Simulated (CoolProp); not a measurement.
A single-stage vapour-compression cycle with chlorine: evaporating at 251.15 K (dew point), condensing at 310.15 K (bubble point), superheat 5 K, subcooling 2 K, compressor efficiency 0.9, no pressure losses. Each further row changes one setting.

Values from CoolProp's reference Helmholtz-energy equation of state, Thol 2021.

```
case                              cooling COP  pressure ratio  discharge temperature (K)  refrigerating effect (kJ/kg)  volumetric capacity (kJ/m³)
--------------------------------  -----------  --------------  -------------------------  ----------------------------  ---------------------------
as stated                                3.02            6.35                      418.1                           227                         1310
evaporating temperature 256.15 K         3.44            5.24                      405.5                           229                         1570
condensing temperature 305.15 K          3.37            5.60                      404.8                           232                         1330
subcooling 7 K                           3.09            6.35                      418.1                           232                         1330
superheat 15 K                           2.96            6.35                      433.3                           232                         1280
compressor efficiency 0.8                2.69            6.35                      435.5                           227                         1310
```
